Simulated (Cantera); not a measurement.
A perfectly stirred reactor is fed with H2 : O2 : N2 = 0.44 : 1 : 0.2 (molar parts), equivalence ratio 0.22, at 2.18 Torr; it is held at 1023 K, and followed from long to short residence time.

Model: the H2/O2 subset of GRI-Mech 3.0, which has no nitrogen chemistry, integrated in Cantera. Radical loss at walls, strong at low pressure, is not modelled. The temperature is held fixed by assumption; the heat of reaction is taken as removed at once.

One state of this run: x H2 = 0.00724; x O2 = 0.534; x H = 0.0207; x H2O2 = 1.01e-7; x HO2 = 3.25e-6; x OH = 0.00343; x O = 0.0154. x: mole fraction; the columns are a selection and need not sum to one.

Problem. Which value of τ (s) does it belong to?
A) 0.046
B) 0.48
C) 0.0044
D) 1.1

Solution. B, 0.48
